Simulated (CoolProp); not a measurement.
Aqueous sodium chloride as a coolant, 6 % by mass, freezing at -3.7 °C, 1 atm.

Values from CoolProp's Melinder's fits for secondary coolants.

```
T (°C)  density (kg/m³)  Prandtl number  viscosity (mPa s)  cp (kJ/(kg K))
------  ---------------  --------------  -----------------  --------------
-1.9               1046            14.2               2.04           3.860
5                  1045            11.2               1.65           3.867
11.9               1043            9.08               1.36           3.875
18.8               1042            7.47               1.14           3.882
25.7               1039            6.26              0.969           3.890
32.5               1037            5.37              0.844           3.897
39.4               1034            4.68              0.746           3.905
```
